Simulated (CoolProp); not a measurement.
Model: reference Helmholtz-energy equation of state, Lemmon 2003, in CoolProp. It is a pseudo-pure fit of the blend.

Question: For R407C, give the phase and the speed of sound (m/s), conductivity (mW/(m K)) at 441.5 K and 132 kPa; 352.3 K and 6530 kPa.

Answer: 
- 441.5 K and 132 kPa: gas; speed of sound 216, conductivity 24.2
- 352.3 K and 6530 kPa: liquid; speed of sound 271, conductivity 64.6

Thermal conductivity comes from a separate model (Geller 2001).
